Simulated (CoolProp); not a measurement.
Vapour-liquid equilibrium of n-hexane (1) + o-xylene (2) at 350.6 K; x and y are mole fractions of (1).

Model: multi-fluid Helmholtz-energy mixture model, Thol 2019 and Zhou 2012; pair parameters Bell 2016, in CoolProp.

```json
[
 {"x": "0.05", "bubble pressure (MPa)": "0.01888", "y at the bubble point": "0.420", "dew pressure at overall composition x (MPa)": "0.01202", "liquid density (mol/L)": "7.794"},
 {"x": "0.125", "bubble pressure (MPa)": "0.02954", "y at the bubble point": "0.654", "dew pressure at overall composition x (MPa)": "0.01298", "liquid density (mol/L)": "7.743"},
 {"x": "0.2", "bubble pressure (MPa)": "0.03966", "y at the bubble point": "0.762", "dew pressure at overall composition x (MPa)": "0.01411", "liquid density (mol/L)": "7.691"},
 {"x": "0.275", "bubble pressure (MPa)": "0.04929", "y at the bubble point": "0.823", "dew pressure at overall composition x (MPa)": "0.01544", "liquid density (mol/L)": "7.637"},
 {"x": "0.35", "bubble pressure (MPa)": "0.05849", "y at the bubble point": "0.864", "dew pressure at overall composition x (MPa)": "0.01705", "liquid density (mol/L)": "7.582"},
 {"x": "0.425", "bubble pressure (MPa)": "0.06734", "y at the bubble point": "0.893", "dew pressure at overall composition x (MPa)": "0.01904", "liquid density (mol/L)": "7.524"},
 {"x": "0.5", "bubble pressure (MPa)": "0.07590", "y at the bubble point": "0.915", "dew pressure at overall composition x (MPa)": "0.02155", "liquid density (mol/L)": "7.465"},
 {"x": "0.575", "bubble pressure (MPa)": "0.08425", "y at the bubble point": "0.933", "dew pressure at overall composition x (MPa)": "0.02482", "liquid density (mol/L)": "7.404"},
 {"x": "0.65", "bubble pressure (MPa)": "0.09249", "y at the bubble point": "0.948", "dew pressure at overall composition x (MPa)": "0.02923", "liquid density (mol/L)": "7.341"},
 {"x": "0.725", "bubble pressure (MPa)": "0.1007", "y at the bubble point": "0.961", "dew pressure at overall composition x (MPa)": "0.03553", "liquid density (mol/L)": "7.275"},
 {"x": "0.8", "bubble pressure (MPa)": "0.1090", "y at the bubble point": "0.973", "dew pressure at overall composition x (MPa)": "0.04517", "liquid density (mol/L)": "7.208"},
 {"x": "0.875", "bubble pressure (MPa)": "0.1175", "y at the bubble point": "0.983", "dew pressure at overall composition x (MPa)": "0.06158", "liquid density (mol/L)": "7.138"},
 {"x": "0.95", "bubble pressure (MPa)": "0.1262", "y at the bubble point": "0.993", "dew pressure at overall composition x (MPa)": "0.09358", "liquid density (mol/L)": "7.066"}
]
```

No azeotrope shows between x = 0.05 and 0.95.

The pair parameters rest on a limited set of measurements; away from them the model extrapolates.
